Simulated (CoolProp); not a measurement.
Vapour-liquid equilibrium of acetone (1) + n-nonane (2) at 0.67 bar; x and y are mole fractions of (1).

Computed with CoolProp (multi-fluid Helmholtz-energy mixture model, Lemmon 2006 and Lemmon 2006; pair parameters Bell 2016).

```csv
x,"bubble temperature, mixture model (K)","bubble temperature, Raoult's law (K)","y, mixture model","y, Raoult's law"
0.05,___,391.8,0.711,0.437
0.15,340.5,369.8,0.922,0.764
0.25,330.6,356.2,0.954,0.877
0.35,___,346.7,0.964,0.928
0.45,324.9,339.5,0.968,0.956
0.55,324.0,333.9,0.970,0.972
0.65,323.2,329.2,0.972,0.983
0.75,322.1,325.3,0.976,0.990
0.85,320.7,321.9,0.982,0.995
0.95,___,319.0,0.993,0.999
```

Q: What belongs in the gaps?

A: 
- 0.05, bubble temperature, mixture model (K): 371.2
- 0.35, bubble temperature, mixture model (K): 326.6
- 0.95, bubble temperature, mixture model (K): 318.7

The largest gap from Raoult's law is -29.3 K in bubble temperature, at x = 0.15. No azeotrope shows between x = 0.05 and 0.95.

Pair parameters are fitted to limited data, so mixtures are less certain than the pure fluids. With so large a gap from Raoult's law the liquid may split in two, which this calculation doesn't test in full.
